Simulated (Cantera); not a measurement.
# Adiabatic ignition

An adiabatic, constant-volume homogeneous reactor starts with 7.96 % CH3OH, 8.51 % O2, 83.5 % N2, equivalence ratio 1.4, at 1498 K and 1.01 bar.

Cantera simulation using GRI-Mech 3.0 (53 species, 325 reactions); the numbers are that mechanism's predictions, not measurements. GRI-Mech 3.0 was tuned for natural gas; its chemistry of methanol as a main component is partial and can be far from experiment.

```json
[
 {"t (s)": "2.00e-6", "T (K)": "1498", "P (bar)": "1.01", "x CH3OH": "0.0795", "x O2": "0.0851", "x H2": "4.35e-6", "x NO": "<1e-12", "x N2O": "1.77e-12", "x CH2O": "7.86e-6"},
 {"t (s)": "5.44e-6", "T (K)": "1498", "P (bar)": "1.01", "x CH3OH": "0.0795", "x O2": "0.0851", "x H2": "1.41e-5", "x NO": "<1e-12", "x N2O": "1.75e-11", "x CH2O": "2.61e-5"},
 {"t (s)": "1.48e-5", "T (K)": "1498", "P (bar)": "1.01", "x CH3OH": "0.0794", "x O2": "0.0851", "x H2": "4.38e-5", "x NO": "<1e-12", "x N2O": "1.50e-10", "x CH2O": "8.35e-5"},
 {"t (s)": "4.03e-5", "T (K)": "1498", "P (bar)": "1.01", "x CH3OH": "0.0791", "x O2": "0.0849", "x H2": "0.000162", "x NO": "<1e-12", "x N2O": "1.24e-9", "x CH2O": "0.000319"},
 {"t (s)": "0.000110", "T (K)": "1501", "P (bar)": "1.02", "x CH3OH": "0.0771", "x O2": "0.0839", "x H2": "0.00103", "x NO": "4.27e-12", "x N2O": "9.78e-9", "x CH2O": "0.00209"},
 {"t (s)": "0.000299", "T (K)": "2152", "P (bar)": "1.61", "x CH3OH": "<1e-12", "x O2": "0.00716", "x H2": "0.0302", "x NO": "2.04e-5", "x N2O": "6.91e-8", "x CH2O": "6.48e-10"},
 {"t (s)": "0.000813", "T (K)": "2512", "P (bar)": "1.84", "x CH3OH": "<1e-12", "x O2": "0.00103", "x H2": "0.0246", "x NO": "0.000221", "x N2O": "8.55e-8", "x CH2O": "7.18e-10"},
 {"t (s)": "0.00221", "T (K)": "2534", "P (bar)": "1.85", "x CH3OH": "<1e-12", "x O2": "0.000649", "x H2": "0.0243", "x NO": "0.000464", "x N2O": "8.54e-8", "x CH2O": "7.43e-10"},
 {"t (s)": "0.00602", "T (K)": "2530", "P (bar)": "1.85", "x CH3OH": "<1e-12", "x O2": "0.000618", "x H2": "0.0245", "x NO": "0.000889", "x N2O": "8.92e-8", "x CH2O": "7.50e-10"},
 {"t (s)": "0.0164", "T (K)": "2528", "P (bar)": "1.85", "x CH3OH": "<1e-12", "x O2": "0.000596", "x H2": "0.0246", "x NO": "0.00123", "x N2O": "9.45e-8", "x CH2O": "7.56e-10"},
 {"t (s)": "0.0446", "T (K)": "2528", "P (bar)": "1.85", "x CH3OH": "<1e-12", "x O2": "0.000594", "x H2": "0.0246", "x NO": "0.00128", "x N2O": "9.53e-8", "x CH2O": "7.57e-10"},
 {"t (s)": "0.121", "T (K)": "2528", "P (bar)": "1.85", "x CH3OH": "<1e-12", "x O2": "0.000594", "x H2": "0.0246", "x NO": "0.00128", "x N2O": "9.53e-8", "x CH2O": "7.57e-10"},
 {"t (s)": "0.331", "T (K)": "2528", "P (bar)": "1.85", "x CH3OH": "<1e-12", "x O2": "0.000594", "x H2": "0.0246", "x NO": "0.00128", "x N2O": "9.53e-8", "x CH2O": "7.57e-10"},
 {"t (s)": "0.900", "T (K)": "2528", "P (bar)": "1.85", "x CH3OH": "<1e-12", "x O2": "0.000594", "x H2": "0.0246", "x NO": "0.00128", "x N2O": "9.53e-8", "x CH2O": "7.57e-10"}
]
```
x: mole fraction; the columns are a selection and need not sum to one.

```
Item                                                                  Result
---------------------------------  -----------------------------------------
time of steepest temperature rise                                   0.265 ms
temperature at 0.900 s                                                2528 K
equilibrium temperature                                               2528 K
x(CH3OH) at 0.900 s                    <1e-12 (gas-phase equilibrium <1e-12)
x(O2) at 0.900 s                   0.000594 (gas-phase equilibrium 0.000594)
x(H2) at 0.900 s                       0.0246 (gas-phase equilibrium 0.0246)
```
